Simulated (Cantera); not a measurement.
**Ignition delay**

Mixture: CH₃OH : O₂ : N₂ = 2.9 : 2.83 : 11.6 (molar parts), equivalence ratio 1.5, at 27.0 bar, adiabatic and at constant pressure. Ignition delay is the time to a rise of 400 K.

Cantera simulation using GRI-Mech 3.0 (53 species, 325 reactions); the numbers are that mechanism's predictions, not measurements. GRI-Mech 3.0 was tuned for natural gas; its chemistry of methanol as a main component is partial and can be far from experiment. The pressure lies above the range GRI-Mech 3.0 was tuned for (to about 10 atm).

| T0 (K) | delay (ms) |
|---|---|
| 1050 | 12.9 |
| 1125 | 2.72 |
| 1200 | 0.697 |
| 1275 | 0.211 |
| 1350 | 0.0741 |
| 1425 | 0.0296 |
| 1500 | 0.0133 |
| 1575 | 0.00657 |
| 1650 | 0.00355 |
| 1725 | 0.00205 |

The apparent activation energy between 1575 and 1725 K is 180 kJ/mol.
